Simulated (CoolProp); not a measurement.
R114 along the isotherm 171.35 °C: density (kg/m³) from the reference equation and from simpler models built on Tc = 147.5 °C, pc = 3.352 MPa, ω = 0.252; each cubic takes its own stable root.

Model: reference Helmholtz-energy equation of state, Platzer 1990, in CoolProp. This equation is an older, rougher fit.

| p (MPa) | phase | reference |
|---|---|---|
| 0.105 | gas | 4.899 |
| 0.21 | gas | 9.888 |
| 0.314 | gas | 14.92 |
| 0.419 | gas | 20.10 |
| 0.524 | gas | 25.38 |
| 0.629 | gas | 30.78 |
| 0.733 | gas | 36.23 |
| 0.838 | gas | 41.85 |
| 0.943 | gas | 47.60 |
| 1.05 | gas | 53.60 |
| 1.15 | gas | 59.34 |
| 1.26 | gas | 65.81 |
| 1.36 | gas | 71.84 |
| 1.47 | gas | 78.66 |
| 1.57 | gas | 85.03 |
| 1.68 | gas | 92.23 |

Question: How far does each simpler model (ideal gas, van der Waals, Redlich-Kwong) lie from the reference over these 16 states: mean and median of the absolute difference, and the worst?

Answer: 
- ideal gas: mean 8.0 %, median 7.9 %, worst -15.8 % at 171.35 °C and 1.68 MPa
- van der Waals: mean 0.6 %, median 0.6 %, worst -1.2 % at 171.35 °C and 1.68 MPa
- Redlich-Kwong: mean 0.2 %, median 0.2 %, worst +0.3 % at 171.35 °C and 1.68 MPa
